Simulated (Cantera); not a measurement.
A closed system holds: 1 mol B₂O₃, 9.9 mol NH₃, 5.4 mol N₂, equilibrated at 1250 K and 10.0 Torr.

Method: chemical equilibrium by Gibbs-energy minimisation in Cantera with the NASA 1993 tables (ideal gas, pure condensed phases). Candidate condensed phases: B, BN, B₂O₃, B₃O₃H₃, H₂O; 39 gas species. Mutual solubility and eutectic melting of coexisting phases are not modelled. The numbers say what is thermodynamically allowed, not how fast it happens.

Problem. What is the equilibrium state?

Solution. 
```
Quantity                                   Value
------------------------------------  ----------
x(H₂)                                      0.588
x(N₂)                                      0.410
x(H₂O)                                  0.000903
x(HBO₂)                                 0.000428
x(HBO)                                   2.35e-5
x(B₂O₃)                                  3.31e-6
x(H)                                     3.21e-6
n(BN(s))                              0.0186 mol
n(B₂O₃(l))                             0.985 mol
gas amount                             25.20 mol
log10 activity of B(s) (absent)            -4.74
log10 activity of B₃O₃H₃(s) (absent)      -13.96
```
